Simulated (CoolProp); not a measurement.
The numbers come from the reference Helmholtz-energy equation of state, Schroeder 2014 in CoolProp.

For ethanol, give the phase and the cv (kJ/(kg K)), expansivity (1/kK) at 412.2 K and 1100 kPa.


- 412.2 K and 1100 kPa: liquid; cv 2.84, expansivity 2.18
